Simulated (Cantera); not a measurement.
A perfectly stirred reactor is fed with 3.65 % CH₄, 96.0 % H₂, 0.326 % H, at 0.190 bar; it is held at 2023 K, and followed from long to short residence time.

Computed with Cantera and GRI-Mech 3.0 (53 species, 325 reactions). GRI-Mech 3.0 stops at C3 and has no aromatics, soot or wall deposition, so with more carbon than oxygen in the feed, carbon stays in small species such as C2H2 where larger ones or solid carbon would form.

Q: Predict: x(CH₄) at τ = 17.0 s; x(H₂) at τ = 17.0 s; x(H) at τ = 17.0 s; x(C₂H₂) at τ = 17.0 s; x(CH₃) at τ = 17.0 s; x(CH₄) at τ = 80.0 ms; x(H₂) at τ = 80.0 ms; x(H) at τ = 80.0 ms; x(C₂H₂) at τ = 80.0 ms; x(CH₃) at τ = 80.0 ms.

A: 
```json
{
 "x(CH₄) at τ = 17.0 s": "0.000494",
 "x(H₂) at τ = 17.0 s": "0.978",
 "x(H) at τ = 17.0 s": "0.00433",
 "x(C₂H₂) at τ = 17.0 s": "0.0173",
 "x(CH₃) at τ = 17.0 s": "4.29e-5",
 "x(CH₄) at τ = 80.0 ms": "0.00534",
 "x(H₂) at τ = 80.0 ms": "0.975",
 "x(H) at τ = 80.0 ms": "0.00414",
 "x(C₂H₂) at τ = 80.0 ms": "0.0148",
 "x(CH₃) at τ = 80.0 ms": "0.000445"
}
```
